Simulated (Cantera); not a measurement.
## Premixed flame

A freely propagating, adiabatic, planar premixed flame of 6.65 % CH4, 0.246 % C2H6, 1.40 % C3H8, 19.2 % O2, 72.5 % N2, unburnt at 525 K and 100000 Pa; multicomponent transport, grid criteria slope 0.08 and curve 0.16, no radiation.

Model: GRI-Mech 3.0 (53 species, 325 reactions), integrated in Cantera. GRI-Mech 3.0 was tuned for natural gas; its chemistry of propane as a main component is partial and can be far from experiment. Burning velocities carry a grid error of a few per cent, more on coarse grids.

```csv
z (mm),T (K),u (m/s),x CH4,x C2H6,x C3H8,x CO2,x C2H2,x NO
-0.970,525,1.10,0.0664,0.00246,0.0140,6.09e-8,<1e-8,<1e-8
-0.646,526,1.11,0.0663,0.00245,0.0139,1.29e-6,8.99e-8,<1e-8
-0.485,531,1.12,0.0659,0.00245,0.0139,1.27e-5,8.16e-7,1.64e-8
-0.323,579,1.23,0.0637,0.00245,0.0137,0.000192,1.12e-5,1.74e-7
-0.162,957,2.08,0.0484,0.00272,0.00995,0.00358,0.000186,2.45e-6
-0.0808,1380,3.06,0.0289,0.00192,0.00308,0.0105,0.000551,6.30e-6
0,1780,4.00,0.00816,0.000180,6.76e-5,0.0226,0.000875,1.35e-5
0.0808,1959,4.41,0.000805,1.13e-6,3.67e-8,0.0366,0.000202,2.37e-5
0.162,2007,4.51,4.02e-5,<1e-8,<1e-8,0.0479,1.04e-5,3.13e-5
0.323,2050,4.58,9.06e-8,<1e-8,<1e-8,0.0594,1.54e-8,3.80e-5
0.646,2103,4.67,<1e-8,<1e-8,<1e-8,0.0652,<1e-8,4.49e-5
1.29,2167,4.79,<1e-8,<1e-8,<1e-8,0.0679,<1e-8,5.58e-5
2.59,2235,4.92,<1e-8,<1e-8,<1e-8,0.0707,<1e-8,7.44e-5
```
x: mole fraction of selected species; z is measured from the peak of heat release.

```yaml
laminar_burning_velocity: 110 cm/s
thermal_thickness: 0.323 mm
peak x(C2H2): 0.000906
grid_points: 154
```
